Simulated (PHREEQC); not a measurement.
Solution (20 °C): 0.0062 mol K3PO4 and 0.061 mol Fe2(SO4)3 per kg of water. Closed to the air; pH follows from the charge balance.

Model: ion-association model, wateq4f.dat, run in PHREEQC.

Each row changes one thing in this solution. Precipitation was switched off in this run.

```
case                                    pH  ionic strength (mol/kgw)  FeSO4+ (mol/kgw)  SO4-2 (mol/kgw)  Fe(SO4)2- (mol/kgw)  HSO4- (mol/kgw)  SI of Goethite (FeOOH)  SI of Hematite (Fe2O3)
------------------------------------  ----  ------------------------  ----------------  ---------------  -------------------  ---------------  ----------------------  ----------------------
as made                               2.73                     0.265            0.0719           0.0583               0.0234          0.00351                   +5.55                  +13.09
diluted 10-fold with water            3.01                         ?           0.00779          0.00850             0.000741         0.000443                   +6.04                  +14.06
temperature from 20 to 60 °C             ?                     0.290            0.0638           0.0596               0.0214           0.0128                   +5.96                  +14.07
K3PO4 from 0.0062 to 0.00682 mol/kgw     ?                     0.272            0.0707           0.0597               0.0233          0.00343                   +5.59                  +13.17
K3PO4 left out                        2.54                     0.198            0.0840           0.0451               0.0238          0.00462                   +5.11                  +12.20
```

Question: Complete the blanks.

Answer: 
- diluted 10-fold with water, ionic strength (mol/kgw): 0.0329
- temperature from 20 to 60 °C, pH: 2.56
- K3PO4 from 0.0062 to 0.00682 mol/kgw, pH: 2.75

Some of these states are supersaturated (in Jarosite-K, Strengite, Hematite (slow to form), for instance). H3PO4, which wateq4f.dat lacks, is added to it with the constant of phreeqc.dat. Constants without temperature data keep their 25 °C values here.
